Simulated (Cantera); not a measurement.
## Adiabatic ignition

An adiabatic, constant-pressure homogeneous reactor starts with 3.14 % C3H8, 20.4 % O2, 76.5 % N2, at 1600 K and 0.385 atm.

Detailed kinetics in Cantera: GRI-Mech 3.0 (53 species, 325 reactions). GRI-Mech 3.0 was tuned for natural gas; its chemistry of propane as a main component is partial and can be far from experiment.

```tsv
t (s)	T (K)	x C3H8	x O2	x OH	x C2H6	x CH2CO
9.00e-6	1586	0.0289	0.203	7.33e-5	3.17e-5	4.58e-6
1.75e-5	1579	0.0255	0.201	0.000124	0.000232	4.44e-5
3.42e-5	1587	0.0175	0.194	0.000254	0.000977	0.000390
6.66e-5	1913	9.47e-5	0.137	0.00287	6.47e-5	0.00464
0.000130	2300	<1e-12	0.0592	0.0210	<1e-12	<1e-12
0.000253	2362	<1e-12	0.0581	0.0214	<1e-12	<1e-12
0.000493	2451	<1e-12	0.0571	0.0216	<1e-12	<1e-12
0.000961	2554	<1e-12	0.0556	0.0212	<1e-12	<1e-12
0.00187	2631	<1e-12	0.0538	0.0203	<1e-12	<1e-12
0.00365	2649	<1e-12	0.0522	0.0198	<1e-12	<1e-12
0.00711	2646	<1e-12	0.0505	0.0195	<1e-12	<1e-12
0.0139	2644	<1e-12	0.0491	0.0192	<1e-12	<1e-12
0.0270	2643	<1e-12	0.0487	0.0191	<1e-12	<1e-12
0.0527	2643	<1e-12	0.0487	0.0191	<1e-12	<1e-12
0.103	2643	<1e-12	0.0487	0.0191	<1e-12	<1e-12
0.200	2643	<1e-12	0.0487	0.0191	<1e-12	<1e-12
```
x: mole fraction; the columns are a selection and need not sum to one.

| Quantity | Result |
|---|---|
| time of steepest temperature rise | 71.7 µs |
| temperature at 0.200 s | 2643 K |
| equilibrium temperature | 2643 K |
| x(C3H8) at 0.200 s | <1e-12 (gas-phase equilibrium <1e-12) |
| x(O2) at 0.200 s | 0.0487 (gas-phase equilibrium 0.0487) |
| x(OH) at 0.200 s | 0.0191 (gas-phase equilibrium 0.0191) |
